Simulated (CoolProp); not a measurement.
Vapour-liquid equilibrium of carbon dioxide (1) + R134a (2) at 561 kPa; x and y are mole fractions of (1).

Model: multi-fluid Helmholtz-energy mixture model, Span 1996 and Tillner-Roth 1994; pair parameters Bell 2016, in CoolProp.

```json
[
 {"x": "0.05", "bubble temperature (K)": "283.5", "y at the bubble point": "0.262", "dew temperature at overall composition x (K)": "290.9", "liquid density (mol/L)": "12.63"},
 {"x": "0.2", "bubble temperature (K)": "260.4", "y at the bubble point": "0.720", "dew temperature at overall composition x (K)": "285.8", "liquid density (mol/L)": "14.43"},
 {"x": "0.35", "bubble temperature (K)": "244.9", "y at the bubble point": "0.881", "dew temperature at overall composition x (K)": "280.1", "liquid density (mol/L)": "16.22"},
 {"x": "0.5", "bubble temperature (K)": "235.0", "y at the bubble point": "0.942", "dew temperature at overall composition x (K)": "273.4", "liquid density (mol/L)": "18.08"},
 {"x": "0.65", "bubble temperature (K)": "228.4", "y at the bubble point": "0.970", "dew temperature at overall composition x (K)": "265.1", "liquid density (mol/L)": "20.15"},
 {"x": "0.8", "bubble temperature (K)": "223.6", "y at the bubble point": "0.986", "dew temperature at overall composition x (K)": "___", "liquid density (mol/L)": "22.56"},
 {"x": "0.95", "bubble temperature (K)": "___", "y at the bubble point": "___", "dew temperature at overall composition x (K)": "233.3", "liquid density (mol/L)": "25.49"}
]
```

Q: What belongs in the gaps?

A: 
- 0.8, dew temperature at overall composition x (K): 253.8
- 0.95, bubble temperature (K): 219.7
- 0.95, y at the bubble point: 0.997

No azeotrope shows between x = 0.05 and 0.95.

Pair parameters are fitted to limited data, so mixtures are less certain than the pure fluids.
